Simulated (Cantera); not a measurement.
Input: 1 mol Zr, 0.55 mol O₂, 46 mol N₂, equilibrated at 4.80 Pa.

Equilibrium computed with Cantera from the NASA thermochemical tables; the gas is ideal and each condensed phase is pure. Candidate condensed phases: Zr, ZrN, ZrO₂; 13 gas species. Mutual solubility and eutectic melting of coexisting phases are not modelled. ZrN: taken at fixed stoichiometry. Condensed phases not in the tables: solid solutions among these carbides, nitrides and lower oxides. The numbers say what is thermodynamically allowed, not how fast it happens. All values below are at 2098 K.

Base state: N₂ 0.999, ZrO 0.000501 (mole fractions); condensed: ZrN(s) + ZrO₂(tetragonal).

Q: What changes in the equilibrium state with this change: Zr replaced by V?

A: 
| species | before | after |
|---|---|---|
| N₂ | 0.999 | 0.979 |
| VO | 0 | 0.0128 |
| VO₂ | 0 | 0.00529 |
| ZrO | 0.000501 | 0 |
| V | 0 | 0.00321 |
| O | 4.82e-7 | 4.02e-5 |
| ZrN(s), mol | 0.438 | 0 |
| ZrO₂(tetragonal), mol | 0.538 | 0 |
Further candidate phases: V, VN, VO, V₂O₃, V₂O₄, V₂O₅.

Q: What changes in the equilibrium state with this change: 0.037 mol NH₃ added?

A: 
| species | before | after |
|---|---|---|
| N₂ | 0.999 | 0.997 |
| H | 0 | 0.00236 |
| ZrO | 0.000501 | 0.000502 |
| H₂ | 0 | 2.82e-5 |
| ZrN(s), mol | 0.438 | 0.438 |
| ZrO₂(tetragonal), mol | 0.538 | 0.538 |
Further candidate phases: H₂O.
